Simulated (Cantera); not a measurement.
Mixture: 13.9 % CH4, 18.1 % O2, 67.9 % N2, equivalence ratio 1.5, at 2800000 Pa, adiabatic and at constant volume. Ignition delay is the time to a rise of 400 K.

Model: GRI-Mech 3.0 (53 species, 325 reactions), integrated in Cantera. The pressure lies above the range GRI-Mech 3.0 was tuned for (to about 10 atm).

### Question
Predict: delay at 1050 K; delay at 1250 K; delay at 1450 K; delay at 1650 K; delay at 1850 K; apparent activation energy between 1750 and 1950 K.

### Answer
* **delay at 1050 K**: 13.3 ms
* **delay at 1250 K**: 0.950 ms
* **delay at 1450 K**: 0.125 ms
* **delay at 1650 K**: 21.9 µs
* **delay at 1850 K**: 4.91 µs
* **apparent activation energy between 1750 and 1950 K**: 190 kJ/mol
